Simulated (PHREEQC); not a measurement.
Consider water at 20 °C with 93 mmol/kgw NaHS, 10 mmol/kgw HCl and 0.079 mmol/kgw (NH4)2SiF6. Closed to the air; pH follows from the charge balance.

All values are PHREEQC results (ion-association model, wateq4f.dat), not measurements.

This is a speciation only: nothing precipitates in the calculation.

What pH, ionic strength does the model give?

pH 7.79; ionic strength 0.0931 mol/kgw.

In which forms is S present?

HS- 89 %, H2S 11 % of the S.

Complexes and solids missing from the database can't appear. SiF6-2 is the database's only silicon fluoride. The polysulfide entries of wateq4f.dat were taken out for this run.
